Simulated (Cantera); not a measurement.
Predominance diagram of Na at 1377 °C against the partial pressures of O₂ and S₂ (log10, bar). Source: NASA polynomial tables (part measured, part estimated), evaluated in Cantera. Candidates: Na(l), Na₂O(l), Na₂S(l), Na₂SO₄(l). Only these pure phases compete in this equilibrium. Not in the tables: pyrosulfates.

### Question
Which phase is stable at these pairs, and which metal-bearing vapour leads over it? (-11.6, 0); (-26, 0); (-5.8, -8); (-13, -8); (-10.1, -4.8); (-17.3, -6.4); (-20.2, -5.6)

### Answer
```
log p(O₂)  log p(S₂)      phase  chief vapour  log p (bar)
---------  ---------  ---------  ------------  -----------
-11.6              0    Na₂S(l)            Na         -2.5
-26                0    Na₂S(l)            Na         -2.5
-5.8              -8  Na₂SO₄(l)            Na         -2.3
-13               -8    Na₂S(l)            Na         -0.5
-10.1           -4.8    Na₂S(l)            Na         -1.3
-17.3           -6.4    Na₂S(l)            Na         -0.9
-20.2           -5.6    Na₂S(l)            Na         -1.1
```
